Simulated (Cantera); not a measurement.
An isothermal, constant-pressure homogeneous reactor starts with C₂H₆ : H₂ = 1 : 2 (molar parts), at 1273 K and 24000 Pa.

Model: GRI-Mech 3.0 (53 species, 325 reactions), integrated in Cantera. GRI-Mech 3.0 stops at C3 and has no aromatics, soot or wall deposition, so with more carbon than oxygen in the feed, carbon stays in small species such as C2H2 where larger ones or solid carbon would form.

### Question
Predict: x(C₂H₆) at 30.0 s; x(H₂) at 30.0 s; x(CH₄) at 30.0 s; x(CH₃) at 30.0 s; x(H) at 30.0 s.

### Answer
x(C₂H₆) at 30.0 s: 0.000480 (gas-phase equilibrium 0.000290)
x(H₂) at 30.0 s: 0.619 (gas-phase equilibrium 0.538)
x(CH₄) at 30.0 s: 0.243 (gas-phase equilibrium 0.364)
x(CH₃) at 30.0 s: 1.64e-5 (gas-phase equilibrium 1.42e-5)
x(H) at 30.0 s: 2.14e-6 (gas-phase equilibrium 1.08e-6)
